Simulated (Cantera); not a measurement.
Input: 1 mol SiC, 0.16 mol C, 8 mol H2, held at 2650 °C and 1000 Pa.

Equilibrium computed with Cantera from the NASA thermochemical tables; the gas is ideal and each condensed phase is pure. Candidate condensed phases: C, C6H6, C7H8, C8H18, Si, SiC; 87 gas species. Rates play no part.

Base state: H 0.640, H2 0.267, Si 0.0519, SiC2 0.0217, C2H2 (acetylene) 0.00763, C3 0.00590, C2H 0.00281, C 0.00182 (mole fractions); condensed: gas only.

Q: What changes in the equilibrium state with this change: temperature from 2650 °C to 2052 °C?

A: 
```csv
species,before,after
H2,0.267,0.870
H,0.640,0.103
Si,0.0519,0.0178
SiC2,0.0217,0.00268
C5,4.92e-5,3.47e-9
C4,1.21e-5,<1e-9
"C(graphite), mol",0,0.237
"SiC(s), mol",0,0.789
```
Gases not in the tables: Si2H6 and higher silanes.
